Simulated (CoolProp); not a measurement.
Values from CoolProp's reference Helmholtz-energy equation of state, Gao 2022.

Question: Give the vapour pressure (MPa), vapour density (kg/m³), enthalpy of vaporisation (kJ/kg), liquid cp (kJ/(kg K)) of saturated n-perfluorohexane at 249.1, 261.8 K.

Answer: 
| T (K) | p (MPa) | vapour density (kg/m³) | enthalpy of vaporisation (kJ/kg) | liquid cp (kJ/(kg K)) |
|---|---|---|---|---|
| 249.1 | 0.00197 | 0.322 | 105 | 0.970 |
| 261.8 | 0.00449 | 0.701 | 102 | 0.990 |
